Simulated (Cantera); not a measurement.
An isothermal, constant-pressure homogeneous reactor starts with 7.26 % H2, 7.73 % O2, 85.0 % N2, equivalence ratio 0.47, at 1075 K and 270 Torr.

Computed with Cantera and the H2/O2 subset of GRI-Mech 3.0, which has no nitrogen chemistry. The temperature is held fixed by assumption; the heat of reaction is taken as removed at once.

One state of this run: x H2 = 1.50e-8; x O2 = 0.0425; x H2O = 0.0754; x HO2 = 3.57e-9; x H2O2 = 2.36e-9. x: mole fraction; the columns are a selection and need not sum to one.

Problem. Which value of t (s) does it belong to?
A) 0.000165
B) 0.000454
C) 0.531
D) 0.00937

Solution. C, 0.531
